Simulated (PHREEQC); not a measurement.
# Leach liquor (model solution)

Dissolve 0.016 mol/kgw H2SO4, 0.00029 mol/kgw FeSO4 and 5.1e-05 mol/kgw Fe2(SO4)3 at 15 °C. Closed to the air; pH follows from the charge balance.

The numbers come from PHREEQC with the ion-association model, wateq4f.dat.

This is a speciation only: nothing precipitates in the calculation.

Q: What pH, ionic strength does the model give?

A: pH 1.68; ionic strength 0.0327 mol/kgw.

Q: In which forms is Fe present?

A: Fe+2 53 %, FeSO4+ 21 %, FeSO4 18 %, FeHSO4+ 2.8 %, FeHSO4+2 1.9 %, Fe(SO4)2- 1.8 % of the Fe.

Saturation is exceeded, for instance for Hematite (slow to form); the values hold only as long as no solid forms.
